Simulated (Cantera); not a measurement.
What does this Cantera script print?

```python
import numpy as np
import cantera as ct

gas = ct.Solution("gri30.yaml")
gas.TPX = 1700, 250, {'CH4': 1, 'N2': 20}
reactor = ct.IdealGasConstPressureReactor(gas, energy="off", clone=False)
net = ct.ReactorNet([reactor])
net.rtol, net.atol = 1e-08, 1e-18
show = ['CH4', 'H', 'HCN', 'C2H', 'C2H4']
times = np.geomspace(0.0005, 30, 11)

steps = ct.SolutionArray(gas, extra=["t"])
rows = []
print(f"{'t/s':>10s}{'T/K':>9s}{'P/Pa':>11s}" + "".join(f"{s:>11s}" for s in show))
for t in times:
    while net.time < t:
        t_next = net.step()
        steps.append(gas.state, t=t_next)
    rows.append([np.interp(t, steps.t, y) for y in (steps.T, steps.P, *steps(*show).X.T)])
    print(f"{t:10.3e}{rows[-1][0]:9.1f}{rows[-1][1]:11.4g}" + "".join(f"{x:11.3e}" for x in rows[-1][2:]))
rate = np.gradient(steps.T, steps.t)
print("integrator steps:", len(steps.t))
if steps.T.max() > steps.T[0] + 200:
    print(f"time of steepest temperature rise: {steps.t[rate.argmax()]:.4e} s")
gas.TPX = 1700, 250, {'CH4': 1, 'N2': 20}
gas.equilibrate("TP")
print(f"equilibrium (TP): T = {gas.T:.1f} K  " + "  ".join(f"{s} {gas[s].X[0]:.3e}" for s in show))
```

It prints:

```
       t/s      T/K       P/Pa        CH4          H        HCN        C2H       C2H4
 5.000e-04   1700.0        250  4.762e-02  3.097e-07  1.582e-16  1.701e-23  7.641e-13
 1.502e-03   1700.0        250  4.762e-02  3.617e-07  1.850e-15  1.254e-20  4.943e-11
 4.514e-03   1700.0        250  4.761e-02  3.635e-07  1.961e-14  5.679e-18  2.080e-09
 1.356e-02   1700.0        250  4.758e-02  3.709e-07  2.187e-13  1.777e-15  6.540e-08
 4.076e-02   1700.0        250  4.750e-02  4.415e-07  3.404e-12  4.710e-13  1.825e-06
 1.225e-01   1700.0        250  4.717e-02  1.117e-06  7.085e-11  9.217e-11  4.667e-05
 3.680e-01   1700.0        250  4.411e-02  8.782e-06  5.847e-09  5.773e-09  8.581e-04
 1.106e+00   1700.0        250  2.530e-02  6.237e-05  3.839e-07  1.045e-07  1.264e-03
 3.323e+00   1700.0        250  7.815e-03  1.347e-04  2.708e-06  2.489e-07  1.154e-04
 9.984e+00   1700.0        250  1.377e-03  2.446e-04  9.248e-06  4.553e-07  6.160e-06
 3.000e+01   1700.0        250  1.464e-04  4.408e-04  2.498e-05  8.219e-07  3.419e-07
integrator steps: 1158
equilibrium (TP): T = 1700.0 K  CH4 3.745e-07  H 7.726e-04  HCN 3.647e-02  C2H 2.851e-07  C2H4 3.671e-08
```

Model: GRI-Mech 3.0 (53 species, 325 reactions), integrated in Cantera. GRI-Mech 3.0 stops at C3 and has no aromatics, soot or wall deposition, so with more carbon than oxygen in the feed, carbon stays in small species such as C2H2 where larger ones or solid carbon would form. Radical loss at walls, strong at low pressure, is not modelled.
